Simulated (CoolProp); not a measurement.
Propylene glycol along the isobar 0.101 MPa: fugacity coefficient from the reference equation and from simpler models built on Tc = 400.8 °C, pc = 7.292 MPa, ω = 0.327; each cubic takes its own stable root.

The numbers come from the reference Helmholtz-energy equation of state, Eisenbach 2021 in CoolProp.

| T (°C) | phase | reference |
|---|---|---|
| 123.55 | liquid | 0.09139 |
| 139.95 | liquid | 0.1830 |
| 156.35 | liquid | 0.3427 |
| 172.75 | liquid | 0.6055 |
| 189.05 | gas | 0.9804 |
| 205.45 | gas | 0.9829 |
| 221.85 | gas | 0.9850 |
| 238.25 | gas | 0.9867 |
| 254.65 | gas | 0.9883 |
| 271.05 | gas | 0.9896 |

Problem. How far does each simpler model (Redlich-Kwong, Soave-Redlich-Kwong, Peng-Robinson) lie from the reference over these 10 states: mean and median of the absolute difference, and the worst?

Solution. 
- Redlich-Kwong: mean 166.1 %, median 0.6 %, worst +972.1 % at 123.55 °C and 0.101 MPa
- Soave-Redlich-Kwong: mean 91.4 %, median 0.4 %, worst +369.6 % at 123.55 °C and 0.101 MPa
- Peng-Robinson: mean 93.6 %, median 0.3 %, worst +384.2 % at 123.55 °C and 0.101 MPa

At some of these states Redlich-Kwong, Soave-Redlich-Kwong, Peng-Robinson gives the other phase, because its saturation line lies elsewhere.
